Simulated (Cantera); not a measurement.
**Thermodynamics of silicon carbide growth, feed SiH4 + C3H8 + H2**

Feed: 1 mol SiH4, a varied amount of C3H8, 520 mol H2, held at 1500 K and 1.00 bar.

Method: chemical equilibrium by Gibbs-energy minimisation in Cantera with the NASA 1993 tables (ideal gas, pure condensed phases). Candidate condensed phases: C, C6H6, C7H8, C8H18, Si, SiC; 87 gas species. Mutual solubility and eutectic melting of coexisting phases are not modelled. Equilibrium is a limit: real reactors are often held back by kinetics, nucleation or transport.

From 0.033 mol C3H8 to 0.25 mol C3H8 the condensed part is Si(s) + SiC(s). From 0.35 mol C3H8 to 0.49 mol C3H8 the condensed part is SiC(s). The main Si-bearing gas is SiH2 throughout.

| n(C3H8) (mol) | x H2 | x CH4 | x H | x SiH2 | n Si(s) | n SiC(s) |
|---|---|---|---|---|---|---|
| 0.033 | 1.000 | 1.87e-5 | 1.76e-5 | 1.50e-6 | 0.909 | 0.0892 |
| 0.046 | 1.000 | 1.87e-5 | 1.76e-5 | 1.50e-6 | 0.870 | 0.128 |
| 0.064 | 1.000 | 1.87e-5 | 1.76e-5 | 1.50e-6 | 0.816 | 0.182 |
| 0.09 | 1.000 | 1.87e-5 | 1.76e-5 | 1.50e-6 | 0.738 | 0.260 |
| 0.13 | 1.000 | 1.87e-5 | 1.76e-5 | 1.50e-6 | 0.618 | 0.380 |
| 0.18 | 1.000 | 1.87e-5 | 1.76e-5 | 1.50e-6 | 0.468 | 0.530 |
| 0.25 | 1.000 | 1.87e-5 | 1.76e-5 | 1.50e-6 | 0.258 | 0.740 |
| 0.35 | 1.000 | 9.60e-5 | 1.76e-5 | 2.92e-7 | 0 | 1.000 |
| 0.49 | 0.999 | 0.000895 | 1.76e-5 | 3.13e-8 | 0 | 1.000 |
x: gas mole fraction; n: condensed amount in mol.
